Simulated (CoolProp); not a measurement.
Hydrogen chloride along the isotherm 332 K: fugacity coefficient from the reference equation and from simpler models built on Tc = 324.7 K, pc = 8.314 MPa, ω = 0.130; each cubic takes its own stable root.

The numbers come from the reference Helmholtz-energy equation of state, Thol 2018 in CoolProp.

```json
[
 {"p (MPa)": "0.0657", "phase": "gas", "reference": "0.9972", "Soave-Redlich-Kwong": "0.9975", "Peng-Robinson": "0.9972"},
 {"p (MPa)": "0.125", "phase": "gas", "reference": "0.9948", "Soave-Redlich-Kwong": "0.9952", "Peng-Robinson": "0.9947"},
 {"p (MPa)": "0.236", "phase": "gas", "reference": "0.9901", "Soave-Redlich-Kwong": "0.9910", "Peng-Robinson": "0.9899"},
 {"p (MPa)": "0.448", "phase": "gas", "reference": "0.9813", "Soave-Redlich-Kwong": "0.9829", "Peng-Robinson": "0.9809"},
 {"p (MPa)": "0.849", "phase": "gas", "reference": "0.9646", "Soave-Redlich-Kwong": "0.9677", "Peng-Robinson": "0.9640"},
 {"p (MPa)": "1.61", "phase": "gas", "reference": "0.9335", "Soave-Redlich-Kwong": "0.9392", "Peng-Robinson": "0.9324"},
 {"p (MPa)": "3.05", "phase": "gas", "reference": "0.8757", "Soave-Redlich-Kwong": "0.8859", "Peng-Robinson": "0.8740"},
 {"p (MPa)": "5.78", "phase": "gas", "reference": "0.7695", "Soave-Redlich-Kwong": "0.7867", "Peng-Robinson": "0.7674"},
 {"p (MPa)": "11", "phase": "supercritical", "reference": "0.5571", "Soave-Redlich-Kwong": "0.5846", "Peng-Robinson": "0.5607"},
 {"p (MPa)": "20.8", "phase": "supercritical", "reference": "0.3523", "Soave-Redlich-Kwong": "0.3862", "Peng-Robinson": "0.3627"}
]
```
